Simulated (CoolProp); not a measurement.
A single-stage vapour-compression cycle with the fluid: evaporating at 324.15 K (dew point), condensing at 365.15 K (bubble point), superheat 10 K, subcooling 2 K, compressor efficiency 0.7, no pressure losses. The same conditions are run with several fluids, on thermodynamics alone (safety and materials aside).

The numbers come from the reference Helmholtz-energy equation of state of each fluid (isobutane: Bücker 2006; neopentane: Lemmon 2006; chloromethane (R40): Thol 2014; benzene: Thol 2012; R227EA: Lemmon 2016; R1336mzz(Z): McLinden 2020) in CoolProp.

Task: Rank isobutane, neopentane, chloromethane (R40), benzene, R227EA, R1336mzz(Z) by cooling COP, highest first.

Result: benzene (5.00), R1336mzz(Z) (4.47), chloromethane (R40) (4.44), neopentane (4.27), isobutane (4.13), R227EA (3.13)

```tsv
fluid	pressure ratio	discharge temperature (K)	refrigerating effect (kJ/kg)	volumetric capacity (kJ/m³)
isobutane	2.43	373.9	208	3560
neopentane	2.61	366.8	198	2080
chloromethane (R40)	2.42	415.0	281	6900
benzene	3.84	390.6	354	379
R227EA	2.55	371.8	49.8	3570
R1336mzz(Z)	3.15	368.9	114	1340
```
